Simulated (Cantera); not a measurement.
A Cantera script and its output.

```python
import numpy as np
import cantera as ct

gas = ct.Solution("h2o2.yaml")
gas.TPX = 1400, 100000, {'H2': 1, 'O2': 1.02, 'N2': 3.84}
reactor = ct.IdealGasConstPressureReactor(gas, energy="on", clone=False)
net = ct.ReactorNet([reactor])
net.rtol, net.atol = 1e-08, 1e-16
show = ['H2', 'O2', 'H2O2', 'H2O', 'HO2', 'O', 'H']
times = np.geomspace(3e-06, 1, 14)

steps = ct.SolutionArray(gas, extra=["t"])
rows = []
print(f"{'t/s':>10s}{'T/K':>9s}{'P/Pa':>11s}" + "".join(f"{s:>11s}" for s in show))
for t in times:
    while net.time < t:
        t_next = net.step()
        steps.append(gas.state, t=t_next)
    rows.append([np.interp(t, steps.t, y) for y in (steps.T, steps.P, *steps(*show).X.T)])
    print(f"{t:10.3e}{rows[-1][0]:9.1f}{rows[-1][1]:11.4g}" + "".join(f"{x:11.3e}" for x in rows[-1][2:]))
rate = np.gradient(steps.T, steps.t)
print("integrator steps:", len(steps.t))
if steps.T.max() > steps.T[0] + 200:
    print(f"time of steepest temperature rise: {steps.t[rate.argmax()]:.4e} s")
gas.TPX = 1400, 100000, {'H2': 1, 'O2': 1.02, 'N2': 3.84}
gas.equilibrate("HP")
print(f"equilibrium (HP): T = {gas.T:.1f} K  " + "  ".join(f"{s} {gas[s].X[0]:.3e}" for s in show))
```

Output:

```
       t/s      T/K       P/Pa         H2         O2       H2O2        H2O        HO2          O          H
 3.000e-06   1400.0      1e+05  1.706e-01  1.741e-01  1.101e-09  3.698e-07  1.733e-07  1.003e-07  4.087e-07
 7.979e-06   1400.0      1e+05  1.706e-01  1.740e-01  1.296e-08  2.591e-05  1.552e-06  5.116e-06  2.002e-05
 2.122e-05   1586.4      1e+05  3.094e-02  1.019e-01  2.704e-06  1.066e-01  4.602e-05  2.764e-02  5.602e-02
 5.645e-05   2112.4      1e+05  1.413e-02  8.930e-02  3.861e-07  1.456e-01  1.568e-05  2.025e-02  1.782e-02
 1.501e-04   2376.5      1e+05  6.707e-03  9.060e-02  2.395e-07  1.648e-01  8.266e-06  8.845e-03  4.472e-03
 3.993e-04   2475.4      1e+05  3.295e-03  9.230e-02  3.421e-07  1.735e-01  9.471e-06  4.257e-03  1.416e-03
 1.062e-03   2480.6      1e+05  3.115e-03  9.242e-02  3.573e-07  1.739e-01  9.678e-06  4.023e-03  1.297e-03
 2.825e-03   2480.6      1e+05  3.115e-03  9.242e-02  3.573e-07  1.739e-01  9.678e-06  4.023e-03  1.297e-03
 7.513e-03   2480.6      1e+05  3.115e-03  9.242e-02  3.573e-07  1.739e-01  9.678e-06  4.023e-03  1.297e-03
 1.998e-02   2480.6      1e+05  3.115e-03  9.242e-02  3.573e-07  1.739e-01  9.678e-06  4.023e-03  1.297e-03
 5.315e-02   2480.6      1e+05  3.115e-03  9.242e-02  3.573e-07  1.739e-01  9.678e-06  4.023e-03  1.297e-03
 1.414e-01   2480.6      1e+05  3.115e-03  9.242e-02  3.573e-07  1.739e-01  9.678e-06  4.023e-03  1.297e-03
 3.760e-01   2480.6      1e+05  3.115e-03  9.242e-02  3.573e-07  1.739e-01  9.678e-06  4.023e-03  1.297e-03
 1.000e+00   2480.6      1e+05  3.115e-03  9.242e-02  3.573e-07  1.739e-01  9.678e-06  4.023e-03  1.297e-03
integrator steps: 1160
time of steepest temperature rise: 2.0032e-05 s
equilibrium (HP): T = 2480.6 K  H2 3.115e-03  O2 9.242e-02  H2O2 3.573e-07  H2O 1.739e-01  HO2 9.678e-06  O 4.023e-03  H 1.297e-03
```

Computed with Cantera and the H2/O2 subset of GRI-Mech 3.0, which has no nitrogen chemistry.
